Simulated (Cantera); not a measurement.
**Ignition delay**

Mixture: 7.42 % CH₄, 11.4 % O₂, 71.9 % N₂, 8.91 % H₂O, 0.297 % C₂H₆, at 10.0 bar, adiabatic and at constant volume. Ignition delay is the time to a rise of 400 K.

Detailed kinetics in Cantera: GRI-Mech 3.0 (53 species, 325 reactions).

```tsv
T0 (K)	delay (ms)
1025	24.2
1125	6.89
1225	2.51
1325	0.993
1425	0.396
1525	0.157
1625	0.0637
```

```yaml
apparent activation energy between 1425 and 1625 K: 180 kJ/mol
```
